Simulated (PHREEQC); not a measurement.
Consider water at 25 °C with 3.3e-05 mol/kgw Ca(HCO3)2, 0.00058 mol/kgw Na2SO4 and 0.0016 mol/kgw NaCl. Closed to the air; pH follows from the charge balance.

Model: ion-association model, phreeqc.dat, run in PHREEQC.

```json
{
 "pH": "7.98",
 "ionic_strength": "0.00342 mol/kgw",
 "specific_conductance": "339 µS/cm",
 "total_alkalinity": "0.0660 meq/kg"
}
```

| species | molality | activity | log γ |
|---|---|---|---|
| Na+ | 0.00275 | 0.00259 | -0.027 |
| Cl- | 0.00160 | 0.00150 | -0.028 |
| SO4-2 | 0.000572 | 0.000445 | -0.109 |
| HCO3- | 6.41e-5 | 6.03e-5 | -0.027 |
| Ca+2 | 3.11e-5 | 2.42e-5 | -0.108 |
| NaSO4- | 6.14e-6 | 5.77e-6 | -0.027 |
| CaSO4 | 1.91e-6 | 1.91e-6 | 0.000 |
| CO2 | 1.40e-6 | 1.41e-6 | 0.000 |
| OH- | 1.04e-6 | 9.76e-7 | -0.028 |
| CO3-2 | 3.49e-7 | 2.72e-7 | -0.108 |
| NaHCO3 | 8.75e-8 | 8.76e-8 | 0.000 |
| CaHCO3+ | 1.98e-8 | 1.86e-8 | -0.027 |
| NaCO3- | 1.40e-8 | 1.31e-8 | -0.028 |
| CaCO3 | 1.11e-8 | 1.11e-8 | 0.000 |
| H+ | 1.10e-8 | 1.04e-8 | -0.025 |

Precipitation was switched off in this run. Complexes and solids missing from the database can't appear.
